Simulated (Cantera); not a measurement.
A Cantera script and its output.

```python
import numpy as np
import cantera as ct

gas = ct.Solution("gri30.yaml")
gas.TPX = 1050, 860000, {'CH4': 0.31, 'CO': 0.37, 'O2': 1.37, 'N2': 5.13}
reactor = ct.IdealGasReactor(gas, energy="on", clone=False)
net = ct.ReactorNet([reactor])
net.rtol, net.atol = 1e-08, 1e-16
show = ['CH4', 'CO', 'O2', 'CH2CO', 'H2O', 'NO2', 'N2O']
times = np.geomspace(2e-06, 0.7, 14)

steps = ct.SolutionArray(gas, extra=["t"])
rows = []
print(f"{'t/s':>10s}{'T/K':>9s}{'P/Pa':>11s}" + "".join(f"{s:>11s}" for s in show))
for t in times:
    while net.time < t:
        t_next = net.step()
        steps.append(gas.state, t=t_next)
    rows.append([np.interp(t, steps.t, y) for y in (steps.T, steps.P, *steps(*show).X.T)])
    print(f"{t:10.3e}{rows[-1][0]:9.1f}{rows[-1][1]:11.4g}" + "".join(f"{x:11.3e}" for x in rows[-1][2:]))
rate = np.gradient(steps.T, steps.t)
print("integrator steps:", len(steps.t))
if steps.T.max() > steps.T[0] + 200:
    print(f"time of steepest temperature rise: {steps.t[rate.argmax()]:.4e} s")
gas.TPX = 1050, 860000, {'CH4': 0.31, 'CO': 0.37, 'O2': 1.37, 'N2': 5.13}
gas.equilibrate("UV")
print(f"equilibrium (UV): T = {gas.T:.1f} K  " + "  ".join(f"{s} {gas[s].X[0]:.3e}" for s in show))
```

It prints:

```
       t/s      T/K       P/Pa        CH4         CO         O2      CH2CO        H2O        NO2        N2O
 2.000e-06   1050.0    8.6e+05  4.318e-02  5.153e-02  1.908e-01  6.257e-17  3.457e-10  2.745e-29  1.278e-15
 5.339e-06   1050.0    8.6e+05  4.318e-02  5.153e-02  1.908e-01  5.585e-16  1.165e-09  6.474e-28  3.990e-15
 1.425e-05   1050.0    8.6e+05  4.318e-02  5.153e-02  1.908e-01  4.396e-15  3.517e-09  1.322e-26  1.132e-14
 3.806e-05   1050.0    8.6e+05  4.318e-02  5.153e-02  1.908e-01  3.310e-14  1.092e-08  2.514e-25  3.146e-14
 1.016e-04   1050.0    8.6e+05  4.318e-02  5.153e-02  1.908e-01  2.502e-13  3.855e-08  4.517e-24  8.913e-14
 2.712e-04   1050.0    8.6e+05  4.318e-02  5.153e-02  1.908e-01  1.959e-12  1.675e-07  7.975e-23  2.693e-13
 7.242e-04   1050.0    8.6e+05  4.317e-02  5.153e-02  1.908e-01  1.541e-11  8.976e-07  1.714e-21  9.262e-13
 1.933e-03   1050.1    8.6e+05  4.317e-02  5.153e-02  1.908e-01  9.260e-11  4.567e-06  4.442e-20  3.446e-12
 5.161e-03   1050.2  8.602e+05  4.315e-02  5.152e-02  1.908e-01  3.614e-10  1.722e-05  8.728e-19  1.144e-11
 1.378e-02   1050.9  8.607e+05  4.310e-02  5.150e-02  1.907e-01  1.353e-09  6.263e-05  2.009e-17  3.802e-11
 3.679e-02   1054.9  8.639e+05  4.283e-02  5.141e-02  1.905e-01  1.119e-08  3.206e-04  6.838e-16  1.686e-10
 9.821e-02   2560.2  2.052e+06  6.224e-18  3.833e-03  7.334e-02  1.196e-19  8.471e-02  3.235e-05  3.492e-06
 2.622e-01   2560.2  2.052e+06  6.224e-18  3.833e-03  7.334e-02  1.196e-19  8.471e-02  3.235e-05  3.492e-06
 7.000e-01   2560.2  2.052e+06  6.224e-18  3.833e-03  7.334e-02  1.196e-19  8.471e-02  3.235e-05  3.492e-06
integrator steps: 2382
time of steepest temperature rise: 6.7752e-02 s
equilibrium (UV): T = 2560.2 K  CH4 8.931e-18  CO 3.833e-03  O2 7.334e-02  CH2CO 1.662e-19  H2O 8.471e-02  NO2 3.235e-05  N2O 3.492e-06
```

Cantera simulation using GRI-Mech 3.0 (53 species, 325 reactions); the numbers are that mechanism's predictions, not measurements.
